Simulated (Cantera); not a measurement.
## Thermodynamics of nitride etching, feed BN + HF + N2

Charge: 1 mol BN, 43 mol HF, 2.5 mol N2, at 2050 K and 1.00 bar.

Cantera equilibrium calculation (NASA polynomials, part measured and part estimated; ideal gas, pure solids and liquids). Candidate condensed phases: B, BN; 31 gas species. The tables' values for BF2 are old estimates; treat these amounts as uncertain. The numbers say what is thermodynamically allowed, not how fast it happens.

```json
{
 "x(HF)": "0.879",
 "x(N2)": "0.0659",
 "x(H2)": "0.0327",
 "x(BF3)": "0.0219",
 "x(H)": "0.000410",
 "x(BF2)": "7.32e-5",
 "x(BHF2)": "8.43e-6",
 "x(H2F2)": "5.83e-6",
 "x(F)": "5.53e-6",
 "gas_amount": "45.51 mol",
 "log10 activity of B(s) (absent)": "-7.90"
}
```
